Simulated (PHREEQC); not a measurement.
# Polishing slurry liquid

Consider water at 25 °C with 0.012 mol HNO3, 5.4e-05 mol Fe(NO3)3 and 0.00078 mol CuSO4 per kg of water. Closed to the air; pH follows from the charge balance.

Model: ion-association model, phreeqc.dat, run in PHREEQC.

```yaml
pH: 1.98
ionic_strength: 0.0146 mol/kgw
specific_conductance: 4700 µS/cm
total_alkalinity: -12.1 meq/kg
```

```tsv
species	molality	activity	log γ
NO3-	0.0122	0.0107	-0.055
H+	0.0117	0.0105	-0.045
Cu+2	0.000754	0.000477	-0.199
SO4-2	0.000423	0.000263	-0.206
HSO4-	0.000305	0.000270	-0.053
CuSO4	2.56e-5	2.57e-5	0.001
FeSO4+	2.52e-5	2.24e-5	-0.051
Fe+3	1.98e-5	7.75e-6	-0.408
FeOH+2	7.62e-6	4.75e-6	-0.205
FeHSO4+2	1.03e-6	6.32e-7	-0.211
Fe(OH)2+	1.67e-7	1.49e-7	-0.051
Fe(SO4)2-	1.46e-7	1.29e-7	-0.053
Fe2(OH)2+4	4.22e-9	6.06e-10	-0.843
```

This is a speciation only: nothing precipitates in the calculation. The solution is supersaturated, for example in Hematite (slow to form), Goethite (slow to form), so a real one may precipitate; this is no full list.
